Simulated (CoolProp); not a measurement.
Vapour-liquid equilibrium of ethylene (1) + isobutane (2) at 0.149 MPa; x and y are mole fractions of (1).

Values from CoolProp's multi-fluid Helmholtz-energy mixture model, Smukala 2000 and Bücker 2006; pair parameters Bell 2016.

```json
[
 {"x": "0.05", "bubble temperature (K)": "251.1", "y at the bubble point": "0.563", "dew temperature at overall composition x (K)": "270.3", "liquid density (mol/L)": "10.63"},
 {"x": "0.2", "bubble temperature (K)": "216.4", "y at the bubble point": "0.935", "dew temperature at overall composition x (K)": "265.7", "liquid density (mol/L)": "12.08"},
 {"x": "0.35", "bubble temperature (K)": "200.8", "y at the bubble point": "0.981", "dew temperature at overall composition x (K)": "260.4", "liquid density (mol/L)": "13.33"},
 {"x": "0.5", "bubble temperature (K)": "191.5", "y at the bubble point": "0.993", "dew temperature at overall composition x (K)": "254.1", "liquid density (mol/L)": "14.62"},
 {"x": "0.65", "bubble temperature (K)": "185.3", "y at the bubble point": "0.997", "dew temperature at overall composition x (K)": "246.2", "liquid density (mol/L)": "16.01"},
 {"x": "0.8", "bubble temperature (K)": "180.7", "y at the bubble point": "0.999", "dew temperature at overall composition x (K)": "235.1", "liquid density (mol/L)": "17.56"},
 {"x": "0.95", "bubble temperature (K)": "177.2", "y at the bubble point": "1.000", "dew temperature at overall composition x (K)": "212.7", "liquid density (mol/L)": "19.27"}
]
```

No azeotrope shows between x = 0.05 and 0.95.

Pair parameters are fitted to limited data, so mixtures are less certain than the pure fluids.
